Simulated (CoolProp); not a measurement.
The numbers come from the reference Helmholtz-energy equation of state, Lemmon 2006 in CoolProp. It is a short technical equation, of lower accuracy than the large ones.

**Question.** For hydrogen sulfide, give the phase and the viscosity (µPa s) at 395 K and 492 kPa; 395 K and 765 kPa.

**Answer.** 
- 395 K and 492 kPa: gas; viscosity 16.1
- 395 K and 765 kPa: gas; viscosity 16.1

Viscosity comes from a separate model (Quiñones-Cisneros 2012).
